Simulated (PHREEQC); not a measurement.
A column of 0.1 m (30 cells, dispersivity 0.008 m, 3600 s a shift, diffusion coefficient 3e-10 m²/s) holds 0.028 eq of the database's cation exchanger X per kg of pore water, first in equilibrium with 0.0005 mol/kgw LiCl, 0.0013 mol/kgw PbCl2 and 1e-05 mol/kgw HCl. It is flushed with 2.3 mmol/kgw ZnCl2, 5.8 mmol/kgw BaCl2 and 0.01 mmol/kgw HCl, at 15 °C. Values are for the last cell. No CO2 enters from the air. No solid was allowed to form.

The series has 31 steps of pore volumes, from 0 to 6.017.

Computed with PHREEQC (ion-association model, phreeqc.dat).

**Question.** After how many pore volumes does Ba at the outlet first reach half of its feed value?

**Answer.** By 2.6 pore volumes.

**Question.** After how many pore volumes does Zn at the outlet first reach half of its feed value?

**Answer.** By 2.2 pore volumes.

Complexes and solids missing from the database can't appear.
